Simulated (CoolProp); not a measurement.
Saturated liquid density (kg/m³) of vinyl chloride: the reference equation beside estimates from Tc = 425.0 K, pc = 5.600 MPa, ω = 0.160. Rackett uses Z = 0.29056 − 0.08775 ω.

The numbers come from the reference Helmholtz-energy equation of state, Thol 2022 in CoolProp.

```
T (K)  reference  Rackett  Redlich-Kwong  Soave-Redlich-Kwong  Peng-Robinson
-----  ---------  -------  -------------  -------------------  -------------
325.2      845.9    837.8          758.3                778.5          883.0
328.9      838.2    830.2          749.4                769.8          873.2
332.6      830.3    822.5          740.2                760.8          863.1
336.2      822.6    814.8          731.2                751.8          853.0
339.9      814.5    806.7          721.6                742.4          842.3
343.5      806.4    798.7          712.1                732.9          831.6
347.2      797.9    790.3          702.1                722.9          820.3
350.9      789.3    781.7          691.8                712.7          808.6
```

Absolute difference from the reference over all 8 rows, mean and median: Rackett 1.0 and 1.0 %, Redlich-Kwong 11.3 and 11.3 %, Soave-Redlich-Kwong 8.8 and 8.7 %, Peng-Robinson 3.5 and 3.6 %.
